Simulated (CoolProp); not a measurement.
A single-stage vapour-compression cycle with the fluid: evaporating at 258.15 K (dew point), condensing at 297.15 K (bubble point), superheat 8 K, subcooling 5 K, compressor efficiency 0.9, no pressure losses. The same conditions are run with several fluids, on thermodynamics alone (safety and materials aside).

Computed with CoolProp (reference Helmholtz-energy equation of state of each fluid (nitrous oxide: Lemmon 2006; ethane: Bücker 2006; dimethyl ether: Wu 2011; R404A: Lemmon 2003; R142b: Lemmon 2006; R141b: Lemmon 2006)). Blends and air are pseudo-pure fits.

**Question.** Rank nitrous oxide, ethane, dimethyl ether, R404A, R142b, R141b by cooling COP, highest first.

**Answer.** R141b (5.44), R142b (5.33), dimethyl ether (5.30), R404A (4.87), nitrous oxide (4.13), ethane (4.00)

```csv
fluid,pressure ratio,discharge temperature (K),refrigerating effect (kJ/kg),volumetric capacity (kJ/m³)
nitrous oxide,2.66,341.2,201,10300
ethane,2.52,324.3,249,6960
dimethyl ether,3.77,323.6,386,1280
R404A,3.38,312.4,138,2430
R142b,4.13,314.9,190,707
R141b,5.60,320.0,212,153
```
